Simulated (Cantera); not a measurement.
Charge: 1 mol SiC, 0.0084 mol H₂O, 50 mol N₂, at 825 °C and 133 Pa.

Equilibrium computed with Cantera from the NASA thermochemical tables; the gas is ideal and each condensed phase is pure. Candidate condensed phases: C, C₆H₆, C₇H₈, C₈H₁₈, H₂O, Si, SiC, SiO₂, Si₂N₂O, Si₃N₄; 151 gas species. N₂ is the only nitrogen source here; it is nearly inert below about 1500 K, so the nitride shown seldom forms there in practice. Mutual solubility and eutectic melting of coexisting phases are not modelled. Rates play no part.

Base state: N₂ 1.000, H₂ 0.000170 (mole fractions); condensed: C(graphite) + Si₂N₂O(s) + Si₃N₄(s).

Question: What changes in the equilibrium state with this change: 0.046 mol CH₄ added?

Answer: 
| species | before | after |
|---|---|---|
| N₂ | 1.000 | 0.998 |
| H₂ | 0.000170 | 0.00203 |
| C(graphite), mol | 1.000 | 1.05 |
| Si₂N₂O(s), mol | 0.00838 | 0.00838 |
| Si₃N₄(s), mol | 0.328 | 0.328 |
